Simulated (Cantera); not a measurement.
A freely propagating, adiabatic, planar premixed flame of CH₃OH : O₂ : N₂ : CO₂ = 1 : 1 : 3.5 : 1.2 (molar parts), unburnt at 475 K and 5.53 atm; mixture-averaged transport, grid criteria slope 0.08 and curve 0.16, no radiation.

Model: GRI-Mech 3.0 (53 species, 325 reactions), integrated in Cantera. GRI-Mech 3.0 was tuned for natural gas; its chemistry of methanol as a main component is partial and can be far from experiment. Burning velocities carry a grid error of a few per cent, more on coarse grids.

Problem. How do the results move with these cheaper or finer settings: unity-Lewis-number transport; multicomponent transport; multicomponent+Soret transport; grid criteria slope 0.5, curve 1; grid criteria slope 0.25, curve 0.5; grid criteria slope 0.03, curve 0.06?

Solution. 
```csv
setting,laminar burning velocity,thermal thickness,peak x(HCN),peak x(C₂H₄),grid points
as above,22.9 cm/s,0.133 mm,1.41e-7,8.28e-7,144
unity-Lewis-number transport,17.3 cm/s,0.173 mm,3.03e-7,1.09e-6,130
multicomponent transport,23.0 cm/s,0.134 mm,1.42e-7,8.32e-7,144
multicomponent+Soret transport,22.7 cm/s,0.134 mm,1.40e-7,8.11e-7,144
"grid criteria slope 0.5, curve 1",27.2 cm/s,0.142 mm,1.46e-7,8.35e-7,36
"grid criteria slope 0.25, curve 0.5",24.6 cm/s,0.134 mm,1.42e-7,8.29e-7,62
"grid criteria slope 0.03, curve 0.06",22.4 cm/s,0.132 mm,1.41e-7,8.24e-7,350
```
The base run took very roughly 28 core-seconds.
Unity Lewis numbers drop preferential diffusion, which matters most where H2 and H carry the flame; Soret adds thermal diffusion.
